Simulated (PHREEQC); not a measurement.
Solution (25 °C): 0.023 mol/kgw NaHSO4 and 0.2 mol/kgw KOH. Closed to the air; pH follows from the charge balance.

Computed with PHREEQC (ion-association model, phreeqc.dat).

This is a speciation only: nothing precipitates in the calculation.

Question: Order these S species by the share of S that they hold, largest first: NaSO4-, KSO4-, SO4-2.

Answer: SO4-2 (72 %), KSO4- (26 %), NaSO4- (2.3 %)

The pH is 13.09 and the ionic strength 0.233 mol/kgw.
